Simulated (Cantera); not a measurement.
## Equilibrium for roasting and sulfation: Na2CO3 + SO3 + H2O + SO2

A closed system holds: 1 mol Na2CO3, 0.17 mol SO3, 0.054 mol H2O, a varied amount of SO2, held at 577 °C and 47000 Pa.

Equilibrium computed with Cantera from the NASA thermochemical tables; the gas is ideal and each condensed phase is pure. Candidate condensed phases: C, C6H6, C7H8, C8H18, H2O, H2SO4, Na, NaOH, NaO2, Na2CO3, Na2O, Na2O2, Na2S, Na2SO4, S; 131 gas species. Gases not in the tables: S3 to S7. Kinetics and transport are ignored.

```
n(SO2) (mol)  log p CO2  log p H2O  log p S2  log p H2S  log p COS  log p CO  log p H2  n Na2CO3(s)  n Na2SO4(s)  n Na2S(s)
------------  ---------  ---------  --------  ---------  ---------  --------  --------  -----------  -----------  ---------
0.071             -0.43      -1.20     -3.71      -1.58      -2.78     -2.39     -2.68        0.776        0.224          0
0.17              -0.42      -1.59     -2.77      -1.35      -2.15     -2.23     -2.92        0.702        0.298          0
0.27              -0.42      -1.93     -2.24      -1.33      -1.79     -2.14     -3.17        0.628        0.372          0
0.38              -0.42      -2.17     -1.95      -1.38      -1.61     -2.10     -3.36        0.549        0.451          0
0.48              -0.43      -2.32     -1.81      -1.43      -1.51     -2.08     -3.48        0.477        0.523          0
0.58              -0.42      -2.39     -1.79      -1.49      -1.50     -2.07     -3.55        0.392        0.596     0.0111
0.68              -0.42      -2.44     -1.79      -1.54      -1.49     -2.07     -3.60        0.307        0.670     0.0231
0.78              -0.42      -2.49     -1.78      -1.59      -1.49     -2.06     -3.65        0.221        0.744     0.0351
0.88              -0.42      -2.54     -1.78      -1.63      -1.48     -2.06     -3.70        0.135        0.817     0.0471
0.99              -0.41      -2.58     -1.77      -1.67      -1.48     -2.06     -3.74       0.0412        0.898     0.0603
1.1               -0.43      -2.69     -1.59      -1.69      -1.40     -2.08     -3.85            0        0.969     0.0306
1.2               -0.43      -2.39     -1.26      -1.77      -1.79     -2.63     -4.10            0         1.00          0
```
log p: log10 of the partial pressure in bar; n: condensed amount in mol.

From 0.071 mol SO2 to 0.48 mol SO2 the condensed part is Na2CO3(s) + Na2SO4(s). From 0.58 mol SO2 to 0.99 mol SO2 the condensed part is Na2CO3(s) + Na2S(s) + Na2SO4(s). At 1.1 mol SO2 the condensed part is Na2S(s) + Na2SO4(s). At 1.2 mol SO2 the condensed part is Na2SO4(s).
